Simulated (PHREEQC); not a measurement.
Make-up at 15 °C: 0.79 mol/kgw CaCl2, 0.12 mol/kgw SrCl2 and 0.46 mol/kgw NaCl. Closed to the air; pH follows from the charge balance.

Model: Pitzer model, pitzer.dat, run in PHREEQC.

Precipitation was switched off in this run.

**Question.** What activity of water does the model give?

**Answer.** activity of water 0.932.

Complexes and solids missing from the database can't appear.
